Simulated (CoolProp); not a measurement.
Computed with CoolProp (reference Helmholtz-energy equation of state, Gao 2016).

### Question
Give the vapour pressure (MPa), liquid density (kg/m³), vapour density (kg/m³), enthalpy of vaporisation (kJ/kg) of saturated sulfur dioxide at 259.2 K.

### Answer
| T (K) | p (MPa) | liquid density (kg/m³) | vapour density (kg/m³) | enthalpy of vaporisation (kJ/kg) |
|---|---|---|---|---|
| 259.2 | 0.0847 | 1470 | 2.58 | 393 |
